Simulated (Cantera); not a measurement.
Gas mixture: 70.3 % O₂, 29.7 % NO, at 2.03 Torr, frozen composition.

Cantera's kinetic-theory transport with the Lennard-Jones parameters of GRI-Mech 3.0, ideal gas; thermal conductivity in the multicomponent form. The composition is frozen, though it would react at the higher temperatures.

One state of this run: ρ (kg/m³) = 0.000728; cp (J/kg/K) = 1147; μ (µPa s) = 57.8; λ (mW/m/K) = 93.6; Pr = 0.708; D (cm²/s) O = 1660; D (cm²/s) CH₃ = 1180; D (cm²/s) N₂ = 1060. D: mixture-averaged diffusion coefficient of that species in the mixture.

Which value of T (K) does it belong to?
(A) 900
(B) 650
(C) 1400
(D) 400

C, 1400
